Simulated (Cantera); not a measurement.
Charge: 1 mol MgCO₃, 3 mol H₂, 0.74 mol CO₂, at 2300 Pa.

Cantera equilibrium calculation (NASA polynomials, part measured and part estimated; ideal gas, pure solids and liquids). Candidate condensed phases: C, C₆H₆, C₇H₈, C₈H₁₈, H₂O, Mg, MgCO₃, MgO, Mg(OH)₂; 116 gas species. Rates play no part.

x: gas mole fraction; n: condensed amount in mol.

| T (K) | x H₂O | x H₂ | x CO | x CO₂ | x CH₄ | x H | x Mg | n C(graphite) | n MgCO₃(s) | n MgO(s) |
|---|---|---|---|---|---|---|---|---|---|---|
| 525 | 0.556 | 0.0981 | 0.000258 | 0.127 | 0.219 | <1e-12 | <1e-12 | 0.161 | 0.627 | 0.373 |
| 675 | 0.273 | 0.373 | 0.0315 | 0.276 | 0.0466 | <1e-12 | <1e-12 | 0.301 | 0 | 1.00 |
| 825 | 0.164 | 0.468 | 0.163 | 0.204 | 0.000615 | 3.58e-11 | <1e-12 | 0 | 0 | 1.00 |
| 975 | 0.207 | 0.426 | 0.207 | 0.160 | 3.09e-6 | 4.92e-9 | <1e-12 | 0 | 0 | 1.00 |
| 1125 | 0.237 | 0.395 | 0.237 | 0.130 | 6.07e-8 | 1.84e-7 | <1e-12 | 0 | 0 | 1.00 |
| 1275 | 0.259 | 0.374 | 0.259 | 0.108 | 2.99e-9 | 2.97e-6 | … | 0 | 0 | 1.00 |
| 1425 | 0.275 | 0.358 | 0.275 | 0.0925 | 2.79e-10 | 2.69e-5 | … | 0 | 0 | 1.00 |
| 1575 | 0.286 | 0.347 | 0.286 | 0.0812 | 4.12e-11 | 0.000161 | … | 0 | 0 | 1.000 |
| 1725 | 0.294 | 0.338 | 0.294 | 0.0727 | 8.59e-12 | 0.000712 | … | 0 | 0 | 1.000 |
| 1875 | 0.300 | 0.330 | 0.300 | 0.0663 | 2.31e-12 | 0.00248 | … | 0 | 0 | 0.999 |
| 2025 | 0.304 | 0.322 | 0.304 | 0.0614 | <1e-12 | 0.00720 | … | 0 | 0 | 0.995 |
| 2175 | 0.306 | 0.306 | 0.303 | 0.0584 | <1e-12 | 0.0178 | … | 0 | 0 | 0.967 |

Problem. What belongs in the gaps?

Solution. 
- 1275, x Mg: 6.47e-11
- 1425, x Mg: 7.36e-9
- 1575, x Mg: 3.36e-7
- 1725, x Mg: 7.78e-6
- 1875, x Mg: 0.000108
- 2025, x Mg: 0.000995
- 2175, x Mg: 0.00653
